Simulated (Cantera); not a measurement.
An isothermal plug-flow reactor at 625 K and 1.00 atm (inlet), inlet velocity 4.2 m/s, active area per volume 3900 1/m; feed H2 : O2 : N2 = 0.02 : 0.17 : 0.79 (molar parts).

Cantera simulation using Deutschmann's 1995 Pt surface mechanism with GRI-Mech 3.0 gas chemistry; the numbers are that mechanism's predictions, not measurements. Catalytic surfaces can have several steady states; this one follows from the mechanism file's or the stated starting coverage. Mass transfer to the wall is taken as infinitely fast.

**Question.** Predict: x(H2) at z = 0.0042 m; x(O2) at z = 0.0042 m; x(H2O) at z = 0.0042 m; θ(free Pt) at the exit; θ(O*) at the exit; θ(OH*) at the exit.

**Answer.** 
```
Quantity                  Result
----------------------  --------
x(H2) at z = 0.0042 m   0.000796
x(O2) at z = 0.0042 m      0.165
x(H2O) at z = 0.0042 m    0.0198
θ(free Pt) at the exit   0.00825
θ(O*) at the exit          0.987
θ(OH*) at the exit       0.00445
```
